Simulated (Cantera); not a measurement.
What does this Cantera script print?

```python
import numpy as np
import cantera as ct

gas_names = [...]  # 110 gases of nasa_gas.yaml made of C, H, O
cond_names = """
    C(gr) C6H6(L) C7H8(L) C8H18(L),n-octa H2O(s) H2O(L)
""".split()


# ... load() reads the species with a 1 bar reference pressure and builds the phases ...
atoms = {
    'CO': {'C': 1, 'O': 1},
    'CO2': {'C': 1, 'O': 2},
    'H2': {'H': 2},
}
top_T = {'C(gr)': 4500}  # K; cautious upper limits of use, not melting points


# ... equilibrate(T, P, feed) seeds the gas with the atoms and calls Mixture.equilibrate('TP', solver="vcs", rtol=1e-11, max_steps=5000) ...
results = []
feed = {'CO': 1, 'CO2': 0.6, 'H2': 8.9}  # mol
P = 4700000  # Pa
for T in [673, 873, 1073, 1273, 1473, 1673, 1873, 2073, 2273, 2473, 2673]:
    mix = equilibrate(T, P, feed)
    results.append((T, P, feed, dict(zip(mix.species_names, mix.species_moles))))

top = {s: max(r[3][s] / sum(r[3][g] for g in gas_names) for r in results) for s in gas_names}
cols = sorted((s for s in top if top[s] > 0.001), key=lambda s: -top[s])[:5]
seen = [c for c in cond_names if any(r[3].get(c, 0) > 1e-12 for r in results)]
print("log10 of partial pressures in bar; condensed amounts in mol")
print(f"{'T/K':>10s}" + "".join(f"{s[:9]:>10s}" for s in cols + seen))
for T, P, feed, n in results:
    ng = sum(n[g] for g in gas_names)
    print(f"{T:10.4g}" + "".join(f"{np.log10(max(n[s] / ng * P / 1e5, 1e-99)):10.3f}" for s in cols)
          + "".join(f"{n.get(c, 0):10.4g}" for c in seen))
```

It prints:

```
log10 of partial pressures in bar; condensed amounts in mol
       T/K        H2       H2O       CH4        CO       CO2
       673     1.353     1.151     1.013    -6.114    -5.228
       873     1.354     1.150     1.012    -2.180    -1.958
      1073     1.412     1.061     0.920    -0.031    -0.347
      1273     1.520     0.760     0.501     0.652    -0.327
      1473     1.562     0.498    -0.209     0.813    -0.645
      1673     1.570     0.422    -1.035     0.842    -0.826
      1873     1.571     0.413    -1.763     0.847    -0.925
      2073     1.571     0.413    -2.358     0.849    -0.995
      2273     1.570     0.414    -2.843     0.849    -1.049
      2473     1.570     0.415    -3.247     0.849    -1.092
      2673     1.568     0.414    -3.587     0.849    -1.128
```

Equilibrium computed with Cantera from the NASA thermochemical tables; the gas is ideal and each condensed phase is pure. The ideal-gas law is rough above about 30 bar.
